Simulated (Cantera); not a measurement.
An isothermal, constant-pressure homogeneous reactor starts with H2 : O2 = 0.011 : 1 (molar parts), equivalence ratio 0.0055, at 1375 K and 190 Pa.

Model: GRI-Mech 3.0 (53 species, 325 reactions), integrated in Cantera. Radical loss at walls, strong at low pressure, is not modelled.

x: mole fraction; the columns are a selection and need not sum to one.

| t (s) | x H2 | x O2 | x H2O | x OH | x O | x H | x HO2 |
|---|---|---|---|---|---|---|---|
| 2.00e-6 | 0.0109 | 0.989 | <1e-12 | <1e-12 | <1e-12 | 5.01e-11 | 5.04e-11 |
| 5.64e-6 | 0.0109 | 0.989 | <1e-12 | 2.66e-12 | 2.66e-12 | 1.39e-10 | 1.42e-10 |
| 1.59e-5 | 0.0109 | 0.989 | <1e-12 | 2.06e-11 | 2.06e-11 | 3.80e-10 | 4.01e-10 |
| 4.48e-5 | 0.0109 | 0.989 | 1.43e-12 | 1.53e-10 | 1.53e-10 | 9.77e-10 | 1.13e-9 |
| 0.000126 | 0.0109 | 0.989 | 2.82e-11 | 1.02e-9 | 1.03e-9 | ? | 3.18e-9 |
| 0.000356 | 0.0109 | 0.989 | 4.63e-10 | 5.52e-9 | 5.66e-9 | ? | 8.97e-9 |
| 0.00100 | 0.0109 | 0.989 | 6.02e-9 | 2.35e-8 | 2.52e-8 | ? | 2.53e-8 |
| 0.00283 | 0.0109 | 0.989 | 7.54e-8 | 1.13e-7 | 1.30e-7 | ? | 7.12e-8 |
| 0.00797 | 0.0109 | 0.989 | 1.91e-6 | 1.59e-6 | 1.92e-6 | ? | 2.00e-7 |
| 0.0225 | 0.00905 | 0.987 | 0.00132 | 0.000900 | 0.00120 | ? | 1.56e-7 |
| 0.0634 | 4.82e-5 | 0.979 | 0.00997 | 0.00137 | 0.00958 | 0.000359 | 7.08e-8 |
| 0.179 | 4.67e-5 | 0.979 | 0.00998 | 0.00136 | 0.00952 | 0.000354 | 7.03e-8 |
| 0.503 | 4.59e-5 | 0.979 | 0.00999 | 0.00135 | 0.00935 | 0.000344 | 6.97e-8 |
| 1.42 | 4.37e-5 | 0.979 | 0.0100 | 0.00132 | 0.00888 | 0.000319 | 6.81e-8 |
| 4.00 | 3.83e-5 | 0.981 | 0.0101 | 0.00123 | 0.00773 | ? | 6.37e-8 |

Q: What belongs in the gaps?

A: 
- 0.000126, x H: 2.18e-9
- 0.000356, x H: 3.78e-9
- 0.00100, x H: 6.14e-9
- 0.00283, x H: 1.69e-8
- 0.00797, x H: 1.95e-7
- 0.0225, x H: 0.000122
- 4.00, x H: 0.000260
